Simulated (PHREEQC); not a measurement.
Na2CO3 is added in steps, without added water, to 1 kg of water holding 0.13 mol KOH, 3.5e-06 mol H4SiO4 and 0.24 mol (CH3)4NCl, at 25 °C. O2 is buffered at 0.21 atm. CO2 from the air is kept out. Only these solids could form: SiO2(a), Halite, Nahcolite, Natron.

Base run: PHREEQC, ion-association model, wateq4f.dat. Each further column changes one thing. The table gives pH.

```
Na2CO3 added (mol)   base  all activity coefficients set to 1  metal-ligand complexes left out  Davies equation for every ion
------------------  -----  ----------------------------------  -------------------------------  -----------------------------
0                   12.94                               13.12                            12.94                          12.98
0.2344              12.90                               13.12                            12.88                          13.00
0.4219              12.89                               13.13                            12.87                          13.02
0.6562              12.88                               13.13                            12.86                          13.05
0.8438              12.87                               13.13                            12.88                          13.07
1.078               12.87                               13.14                            12.90                          13.09
1.266               12.86                               13.14                            12.92                          13.12
1.5                 12.86                               13.16                            12.94                          13.14
```

The ionic strength passes 0.7 mol/kgw, the rough limit of the ion-association models, in part of: base; all activity coefficients set to 1; metal-ligand complexes left out; Davies equation for every ion. (CH3)4N+ isn't in the database: it is added as a free cation with an ion size of 4 Å.
